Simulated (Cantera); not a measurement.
A perfectly stirred reactor is fed with CH₄ : C₂H₆ : C₃H₈ : O₂ : N₂ = 1 : 1.5 : 0.95 : 15.2 : 57.1 (molar parts), at 750 Torr; it is adiabatic with a 350 K inlet, and is followed from long to short residence time, starting on the burning branch (τ in s: 0.048, 0.015, 0.0046, 0.0014, 0.00044, 0.00014, 4.3e-05, 1.3e-05, 4.1e-06).

Model: GRI-Mech 3.0 (53 species, 325 reactions), integrated in Cantera. GRI-Mech 3.0 was tuned for natural gas; its chemistry of propane as a main component is partial and can be far from experiment.

Question: What does this change do: 5.2 parts H2O added?

Answer: 
```
quantity                                                                       before                                after
------------------------------------------------  -----------------------------------  -----------------------------------
blow-out, bracketed by the residence times tried  burning at 0.140 ms, out at 43.0 µs  burning at 0.140 ms, out at 43.0 µs
x(CH₄) at τ = 48.0 ms                                                         1.62e-6                              2.25e-6
x(C₂H₆) at τ = 48.0 ms                                                        3.81e-7                              5.59e-7
x(C₃H₈) at τ = 48.0 ms                                                        2.45e-7                              3.48e-7
x(CH₂O) at τ = 48.0 ms                                                        8.39e-7                              9.32e-7
x(O) at τ = 48.0 ms                                                          0.000520                             0.000314
x(CH₄) at τ = 0.440 ms                                                        5.16e-5                              7.31e-5
x(C₂H₆) at τ = 0.440 ms                                                       1.75e-5                              2.34e-5
x(C₃H₈) at τ = 0.440 ms                                                       9.59e-6                              1.31e-5
x(CH₂O) at τ = 0.440 ms                                                       3.05e-5                              3.59e-5
x(O) at τ = 0.440 ms                                                          0.00400                              0.00265
```

Question: What does this change do: pressure from 750 Torr to 3750 Torr?

Answer: 
```csv
quantity,before,after
"blow-out, bracketed by the residence times tried","burning at 0.140 ms, out at 43.0 µs","burning at 43.0 µs, out at 13.0 µs"
x(CH₄) at τ = 48.0 ms,1.62e-6,9.27e-7
x(C₂H₆) at τ = 48.0 ms,3.81e-7,1.56e-7
x(C₃H₈) at τ = 48.0 ms,2.45e-7,9.85e-8
x(CH₂O) at τ = 48.0 ms,8.39e-7,3.58e-7
x(O) at τ = 48.0 ms,0.000520,0.000124
x(CH₄) at τ = 0.440 ms,5.16e-5,2.48e-5
x(C₂H₆) at τ = 0.440 ms,1.75e-5,7.76e-6
x(C₃H₈) at τ = 0.440 ms,9.59e-6,4.81e-6
x(CH₂O) at τ = 0.440 ms,3.05e-5,1.35e-5
x(O) at τ = 0.440 ms,0.00400,0.000980
```
